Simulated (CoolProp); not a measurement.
A single-stage vapour-compression cycle with the fluid: evaporating at 248.15 K (dew point), condensing at 306.15 K (bubble point), superheat 5 K, subcooling 5 K, compressor efficiency 0.65, no pressure losses. The same conditions are run with several fluids, on thermodynamics alone (safety and materials aside).

Values from CoolProp's reference Helmholtz-energy equation of state of each fluid (trans-2-butene: Lemmon 2005; R21: Platzer 1990; cis-2-butene: Lemmon 2005; dimethyl ether: Wu 2011; R11: Jacobsen 1992). The equations of Platzer and Polt are older, rougher fits.

Rank trans-2-butene, R21, cis-2-butene, dimethyl ether, R11 by cooling COP, highest first.

R11 (2.39), R21 (2.36), cis-2-butene (2.34), trans-2-butene (2.32), dimethyl ether (2.29)

```tsv
fluid	pressure ratio	discharge temperature (K)	refrigerating effect (kJ/kg)	volumetric capacity (kJ/m³)
trans-2-butene	8.93	344.9	317	288
R21	10.8	397.1	205	224
cis-2-butene	9.41	354.3	333	263
dimethyl ether	7.36	363.5	348	792
R11	11.5	367.0	155	124
```
